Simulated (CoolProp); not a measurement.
Diethyl ether along the isotherm 274.85 °C: Z from the reference equation and from simpler models built on Tc = 194.7 °C, pc = 3717 kPa, ω = 0.282; each cubic takes its own stable root.

The numbers come from the reference Helmholtz-energy equation of state, Thol 2014 in CoolProp.

| p (kPa) | phase | reference | van der Waals | Redlich-Kwong |
|---|---|---|---|---|
| 17.6 | gas | 0.9991 | 0.9990 | 0.9990 |
| 31.4 | gas | 0.9984 | 0.9983 | 0.9982 |
| 55.8 | gas | 0.9971 | 0.9970 | 0.9968 |
| 99.2 | gas | 0.9949 | 0.9946 | 0.9943 |
| 176 | gas | 0.9909 | 0.9904 | 0.9898 |
| 314 | gas | 0.9837 | 0.9828 | 0.9818 |
| 558 | gas | ___ | 0.9692 | 0.9674 |
| 992 | gas | 0.9470 | ___ | 0.9415 |
| 1760 | gas | 0.9031 | 0.8974 | 0.8940 |
| 3140 | gas | ___ | 0.8029 | 0.8034 |
| 5580 | supercritical | 0.6566 | 0.5905 | 0.6310 |

### Question
Complete the blanks.

### Answer

- 558, reference: 0.9707
- 992, van der Waals: 0.9442
- 3140, reference: 0.8179
